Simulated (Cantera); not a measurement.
A closed system holds: 1 mol SiH2Cl2, 21 mol N2, equilibrated at 1300 °C.

Cantera equilibrium calculation (NASA polynomials, part measured and part estimated; ideal gas, pure solids and liquids). Candidate condensed phases: NH4Cl, Si, Si3N4; 28 gas species. The tables' values for SiCl3, SiCl are old estimates; treat these amounts as uncertain. The numbers say what is thermodynamically allowed, not how fast it happens.

x: gas mole fraction; n: condensed amount in mol.

| P (Pa) | x N2 | x HCl | x SiCl2 | x H2 | n Si(s) | n Si3N4(s) |
|---|---|---|---|---|---|---|
| 5 | 0.911 | 0.0183 | 0.0338 | 0.0337 | 0.187 | … |
| 36 | 0.912 | 0.0215 | 0.0327 | 0.0328 | 0 | … |
| 260 | 0.912 | 0.0338 | 0.0263 | 0.0270 | 0 | … |
| 1900 | 0.912 | 0.0474 | 0.0180 | 0.0205 | 0 | … |
| 14000 | 0.914 | 0.0571 | 0.00889 | 0.0159 | 0 | … |
| 100000 | 0.916 | 0.0595 | 0.00277 | 0.0149 | 0 | … |

Q: Some entries are withheld; supply them.

A: 
- 5, n Si3N4(s): 0
- 36, n Si3N4(s): 0.0819
- 260, n Si3N4(s): 0.130
- 1900, n Si3N4(s): 0.186
- 14000, n Si3N4(s): 0.236
- 100000, n Si3N4(s): 0.263
